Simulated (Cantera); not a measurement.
Feed: 1 mol SiHCl3, 0.011 mol C3H8, 2.4 mol H2, equilibrated at 1023.15 K and 7100 Pa.

Cantera equilibrium calculation (NASA polynomials, part measured and part estimated; ideal gas, pure solids and liquids). Candidate condensed phases: C, C6H6, C7H8, C8H18, Si, SiC; 109 gas species. Mutual solubility and eutectic melting of coexisting phases are not modelled. The tables' values for SiCl3 are old estimates; treat these amounts as uncertain. Equilibrium is a limit: real reactors are often held back by kinetics, nucleation or transport.

Base state: H2 0.764, SiCl4 0.164, SiHCl3 0.0377, HCl 0.0281, SiCl3 0.00377, SiCl2 0.00183, SiH2Cl2 0.000964 (mole fractions); condensed: Si(s) + SiC(s).

What changes in the equilibrium state with this change: temperature from 1023.15 K to 2573.15 K?


```
species       before    after
-----------  -------  -------
H2             0.764    0.394
HCl           0.0281    0.289
SiCl2        0.00183    0.120
SiCl4          0.164  2.51e-6
Si             <1e-9   0.0463
Cl             <1e-9   0.0417
SiCl           <1e-9   0.0196
H            1.36e-8   0.0810
SiHCl3        0.0377  3.23e-6
Si2C           <1e-9  0.00322
SiH            <1e-9  0.00184
SiC2           <1e-9  0.00117
Si(s), mol     0.199        0
SiC(s), mol   0.0330        0
```
The tables' values for SiCl, SiCl3 are old estimates; treat these amounts as uncertain. Gases not in the tables: Si2H6 and higher silanes.
